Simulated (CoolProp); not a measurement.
Vapour-liquid equilibrium of CHF3 (R23) (1) + CH2F2 (R32) (2) at 184.2 K; x and y are mole fractions of (1).

Values from CoolProp's multi-fluid Helmholtz-energy mixture model, Penoncello 2003 and Tillner-Roth 1997; pair parameters Bell 2016.

```json
[
 {"x": "0.05", "bubble pressure (MPa)": "0.01260", "y at the bubble point": "0.272", "dew pressure at overall composition x (MPa)": "[?]", "liquid density (mol/L)": "24.98"},
 {"x": "0.2", "bubble pressure (MPa)": "0.02149", "y at the bubble point": "0.637", "dew pressure at overall composition x (MPa)": "0.01165", "liquid density (mol/L)": "24.31"},
 {"x": "0.35", "bubble pressure (MPa)": "0.03023", "y at the bubble point": "0.788", "dew pressure at overall composition x (MPa)": "0.01383", "liquid density (mol/L)": "[?]"},
 {"x": "0.5", "bubble pressure (MPa)": "[?]", "y at the bubble point": "0.871", "dew pressure at overall composition x (MPa)": "[?]", "liquid density (mol/L)": "23.03"},
 {"x": "0.65", "bubble pressure (MPa)": "0.04717", "y at the bubble point": "[?]", "dew pressure at overall composition x (MPa)": "[?]", "liquid density (mol/L)": "22.41"},
 {"x": "0.8", "bubble pressure (MPa)": "0.05546", "y at the bubble point": "0.962", "dew pressure at overall composition x (MPa)": "0.03123", "liquid density (mol/L)": "[?]"},
 {"x": "0.95", "bubble pressure (MPa)": "0.06384", "y at the bubble point": "0.991", "dew pressure at overall composition x (MPa)": "[?]", "liquid density (mol/L)": "21.22"}
]
```

Task: What belongs in the gaps?

Result: 
- 0.05, dew pressure at overall composition x (MPa): 0.01007
- 0.35, liquid density (mol/L): 23.66
- 0.5, bubble pressure (MPa): 0.03879
- 0.5, dew pressure at overall composition x (MPa): 0.01699
- 0.65, y at the bubble point: 0.924
- 0.65, dew pressure at overall composition x (MPa): 0.02203
- 0.8, liquid density (mol/L): 21.81
- 0.95, dew pressure at overall composition x (MPa): 0.05262

No azeotrope shows between x = 0.05 and 0.95.

The pair parameters rest on a limited set of measurements; away from them the model extrapolates.
